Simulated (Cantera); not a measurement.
A perfectly stirred reactor is fed with 40.3 % H2, 12.6 % O2, 47.1 % N2, equivalence ratio 1.6, at 130000 Pa; it is adiabatic with a 600 K inlet, and is followed from long to short residence time, starting on the burning branch (τ in s: 0.16, 0.079, 0.04, 0.02, 0.01, 0.0051, 0.0026, 0.0013, 0.00066, 0.00033, 0.00017, 8.4e-05).

Computed with Cantera and GRI-Mech 3.0 (53 species, 325 reactions).

### Question
Predict: blow-out, bracketed by the residence times tried; x(H2) at τ = 0.160 s; x(O2) at τ = 0.160 s; x(NO) at τ = 0.160 s; x(H) at τ = 0.160 s; x(N2O) at τ = 0.160 s; x(H2) at τ = 2.60 ms; x(O2) at τ = 2.60 ms; x(NO) at τ = 2.60 ms; x(H) at τ = 2.60 ms; x(N2O) at τ = 2.60 ms.

### Answer
| Property | Value |
|---|---|
| blow-out, bracketed by the residence times tried | burning at 84.0 µs, the shortest tried |
| x(H2) at τ = 0.160 s | 0.171 |
| x(O2) at τ = 0.160 s | 4.29e-5 |
| x(NO) at τ = 0.160 s | 0.000202 |
| x(H) at τ = 0.160 s | 0.00672 |
| x(N2O) at τ = 0.160 s | 1.07e-8 |
| x(H2) at τ = 2.60 ms | 0.166 |
| x(O2) at τ = 2.60 ms | 0.000377 |
| x(NO) at τ = 2.60 ms | 9.83e-5 |
| x(H) at τ = 2.60 ms | 0.0177 |
| x(N2O) at τ = 2.60 ms | 9.34e-9 |
